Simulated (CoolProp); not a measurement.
A simple Rankine cycle with n-pentane: condensing at 330.15 K, boiler at 2.23 MPa, turbine inlet 593.3 K, turbine efficiency 0.7, pump efficiency 0.6, no recuperator. Each further row changes one setting.

Values from CoolProp's reference Helmholtz-energy equation of state, Thol 2019.

| case | thermal efficiency (%) | net work (kJ/kg) | heat in (kJ/kg) | turbine exit temperature (K) | volume ratio over the turbine |
|---|---|---|---|---|---|
| as stated | 10.6 | 99.2 | 938 | 547.0 | 11.5 |
| turbine inlet 613.3 K | 10.4 | 104 | 998 | 567.2 | 11.4 |
| condensing temperature 322.15 K | 11.4 | 109 | 958 | 543.0 | 14.6 |
| boiler pressure 1.56 MPa | 9.2 | 87.5 | 949 | 555.0 | 7.89 |
| turbine efficiency 0.6 | 9.0 | 84.2 | 938 | 552.5 | 11.6 |
